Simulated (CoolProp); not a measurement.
Vapour-liquid equilibrium of R143a (1) + fluoroethane (R161) (2) at -4.65 °C; x and y are mole fractions of (1).

The numbers come from the multi-fluid Helmholtz-energy mixture model, Lemmon and Jacobsen 2000 and Wu 2012; pair parameters Bell 2016 in CoolProp.

```
x     bubble pressure, mixture model (MPa)  bubble pressure, Raoult's law (MPa)  y, mixture model  y, Raoult's law
----  ------------------------------------  -----------------------------------  ----------------  ---------------
0.05                                0.3830                               0.3816             0.071            0.070
0.2                                 0.4099                               0.4058             0.261            0.264
0.35                                0.4350                               0.4300             0.427            0.435
0.5                                 0.4590                               0.4542             0.576            0.589
0.65                                0.4822                               0.4783             0.713            0.727
0.8                                 0.5049                               0.5025             0.841            0.851
0.95                                0.5273                               0.5267             0.961            0.965
```

The largest gap from Raoult's law is +1.2 % in bubble pressure, at x = 0.35. No azeotrope shows between x = 0.05 and 0.95.

Pair parameters are fitted to limited data, so mixtures are less certain than the pure fluids.
